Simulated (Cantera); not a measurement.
**Pyrogenic steam for wet oxidation**

An isothermal, constant-pressure homogeneous reactor starts with H2 : O2 : N2 : H2O = 0.33 : 1 : 14 : 0.039 (molar parts), equivalence ratio 0.17, at 1273 K and 1.00 bar.

Computed with Cantera and the H2/O2 subset of GRI-Mech 3.0, which has no nitrogen chemistry.

```tsv
t (s)	x H2	x O2	x H	x H2O2	x OH	x O	x HO2
2.00e-5	0.0215	0.0651	1.54e-8	1.84e-11	5.59e-9	8.35e-9	9.30e-9
0.000120	0.0173	0.0628	0.00152	6.12e-7	0.000597	0.000884	1.97e-5
0.000719	6.42e-5	0.0548	1.88e-5	4.02e-7	0.000193	0.000136	5.39e-6
0.00431	1.65e-6	0.0549	1.16e-7	3.35e-8	3.65e-5	4.57e-6	3.29e-7
0.0258	9.89e-8	0.0549	3.27e-9	3.90e-9	1.12e-5	4.28e-7	3.16e-8
0.155	1.38e-8	0.0549	2.04e-10	6.43e-10	4.37e-6	6.63e-8	6.79e-9
0.928	5.64e-9	0.0549	5.49e-11	2.58e-10	2.72e-6	2.59e-8	5.20e-9
5.57	5.55e-9	0.0549	5.35e-11	2.53e-10	2.70e-6	2.54e-8	5.19e-9
33.4	5.55e-9	0.0549	5.35e-11	2.53e-10	2.70e-6	2.54e-8	5.19e-9
200	5.55e-9	0.0549	5.35e-11	2.53e-10	2.70e-6	2.54e-8	5.19e-9
```
x: mole fraction; the columns are a selection and need not sum to one.

Equilibrium at this temperature and pressure: H2 5.55e-9, O2 0.0549, H 5.35e-11, H2O2 2.53e-10, OH 2.70e-6, O 2.54e-8, HO2 5.19e-9 (gas phase only).
